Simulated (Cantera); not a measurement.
## Ignition delay

Mixture: C3H8 : O2 : N2 : H2O = 1 : 8.62 : 32.4 : 5.6 (molar parts), at 5400 Torr, adiabatic and at constant volume. Ignition delay is the time to a rise of 400 K.

Detailed kinetics in Cantera: GRI-Mech 3.0 (53 species, 325 reactions). GRI-Mech 3.0 was tuned for natural gas; its chemistry of propane as a main component is partial and can be far from experiment.

| T0 (K) | delay (ms) |
|---|---|
| 1225 | 1.18 |
| 1300 | 0.336 |
| 1375 | 0.109 |
| 1450 | 0.0415 |
| 1525 | 0.0182 |

| Quantity | Result |
|---|---|
| apparent activation energy between 1375 and 1525 K | 210 kJ/mol |
